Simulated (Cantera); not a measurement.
**Adiabatic ignition**

An adiabatic, constant-pressure homogeneous reactor starts with 4.44 % CH4, 0.151 % C2H6, 20.0 % O2, 75.4 % N2, at 1175 K and 140000 Pa.

Cantera simulation using GRI-Mech 3.0 (53 species, 325 reactions); the numbers are that mechanism's predictions, not measurements.

```json
[
 {"t (s)": "2.00e-6", "T (K)": "1175", "x CH4": "0.0444", "x C2H6": "0.00151", "x O2": "0.200", "x CO": "<1e-12", "x HO2": "7.06e-10", "x NO": "<1e-12"},
 {"t (s)": "8.89e-6", "T (K)": "1175", "x CH4": "0.0444", "x C2H6": "0.00151", "x O2": "0.200", "x CO": "<1e-12", "x HO2": "3.17e-9", "x NO": "<1e-12"},
 {"t (s)": "3.95e-5", "T (K)": "1175", "x CH4": "0.0444", "x C2H6": "0.00151", "x O2": "0.200", "x CO": "<1e-12", "x HO2": "1.47e-8", "x NO": "<1e-12"},
 {"t (s)": "0.000175", "T (K)": "1175", "x CH4": "0.0444", "x C2H6": "0.00151", "x O2": "0.200", "x CO": "2.99e-11", "x HO2": "7.72e-8", "x NO": "<1e-12"},
 {"t (s)": "0.000780", "T (K)": "1175", "x CH4": "0.0444", "x C2H6": "0.00151", "x O2": "0.200", "x CO": "3.50e-9", "x HO2": "5.45e-7", "x NO": "<1e-12"},
 {"t (s)": "0.00346", "T (K)": "1175", "x CH4": "0.0443", "x C2H6": "0.00150", "x O2": "0.200", "x CO": "1.41e-6", "x HO2": "3.03e-6", "x NO": "<1e-12"},
 {"t (s)": "0.0154", "T (K)": "2152", "x CH4": "<1e-12", "x C2H6": "<1e-12", "x O2": "0.105", "x CO": "0.000550", "x HO2": "3.10e-6", "x NO": "4.93e-5"},
 {"t (s)": "0.0684", "T (K)": "2151", "x CH4": "<1e-12", "x C2H6": "<1e-12", "x O2": "0.105", "x CO": "0.000522", "x HO2": "3.08e-6", "x NO": "0.000908"},
 {"t (s)": "0.304", "T (K)": "2144", "x CH4": "<1e-12", "x C2H6": "<1e-12", "x O2": "0.103", "x CO": "0.000503", "x HO2": "2.98e-6", "x NO": "0.00383"},
 {"t (s)": "1.35", "T (K)": "2137", "x CH4": "<1e-12", "x C2H6": "<1e-12", "x O2": "0.102", "x CO": "0.000482", "x HO2": "2.87e-6", "x NO": "0.00721"},
 {"t (s)": "6.00", "T (K)": "2137", "x CH4": "<1e-12", "x C2H6": "<1e-12", "x O2": "0.102", "x CO": "0.000481", "x HO2": "2.87e-6", "x NO": "0.00741"}
]
```
x: mole fraction; the columns are a selection and need not sum to one.

| Quantity | Result |
|---|---|
| time of steepest temperature rise | 14.2 ms |
| temperature at 6.00 s | 2137 K |
| equilibrium temperature | 2137 K |
| x(CH4) at 6.00 s | <1e-12 (gas-phase equilibrium <1e-12) |
| x(C2H6) at 6.00 s | <1e-12 (gas-phase equilibrium <1e-12) |
| x(O2) at 6.00 s | 0.102 (gas-phase equilibrium 0.102) |
